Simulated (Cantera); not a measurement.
Input: 1 mol Ti, 17 mol H2O, 120 mol H2, equilibrated at 58.5 Torr.

These are equilibrium values from Cantera (NASA tables, ideal gas, pure condensed phases), not measurements of a reactor. Candidate condensed phases: H2O, Ti, TiO, TiO2, Ti2O3, Ti3O5, Ti4O7; 12 gas species. Condensed phases not in the tables: Magnéli phases beyond Ti4O7. The numbers say what is thermodynamically allowed, not how fast it happens.

x: gas mole fraction; n: condensed amount in mol.

| T (K) | x H2 | x H2O | x H | x OH | x TiO2 | n TiO2(rutile) | n Ti4O7(s) | n Ti4O7(l) |
|---|---|---|---|---|---|---|---|---|
| 1148 | 0.891 | 0.109 | 2.42e-7 | 1.78e-10 | <1e-12 | 1.00 | 0 | 0 |
| 1248 | 0.891 | 0.109 | 1.58e-6 | 1.98e-9 | <1e-12 | 1.00 | 0 | 0 |
| 1348 | 0.891 | 0.109 | 7.82e-6 | 1.55e-8 | <1e-12 | 1.00 | 0 | 0 |
| 1448 | 0.890 | 0.109 | 3.11e-5 | 9.11e-8 | [?] | 1.00 | 0 | 0 |
| 1548 | 0.890 | 0.109 | 0.000104 | 4.27e-7 | [?] | 1.00 | 0 | 0 |
| 1648 | 0.890 | 0.109 | 0.000301 | 1.66e-6 | [?] | 1.00 | 0 | 0 |
| 1748 | 0.890 | 0.109 | 0.000772 | 5.54e-6 | [?] | 1.000 | 0 | 0 |
| 1848 | 0.887 | 0.111 | 0.00179 | 1.65e-5 | [?] | 0 | 0.250 | 0 |
| 1948 | 0.885 | 0.111 | 0.00381 | 4.32e-5 | [?] | 0 | 0.250 | 0 |
| 2048 | 0.882 | 0.111 | 0.00753 | 0.000103 | [?] | 0 | 0 | 0.250 |
| 2148 | 0.875 | 0.110 | 0.0140 | 0.000226 | [?] | 0 | 0 | 0.249 |
| 2248 | 0.866 | 0.109 | 0.0245 | 0.000464 | [?] | 0 | 0 | 0.247 |

Problem. What belongs in the gaps?

Solution. 
- 1448, x TiO2: 2.17e-12
- 1548, x TiO2: 5.95e-11
- 1648, x TiO2: 1.08e-9
- 1748, x TiO2: 1.40e-8
- 1848, x TiO2: 1.35e-7
- 1948, x TiO2: 9.14e-7
- 2048, x TiO2: 4.31e-6
- 2148, x TiO2: 1.74e-5
- 2248, x TiO2: 6.13e-5
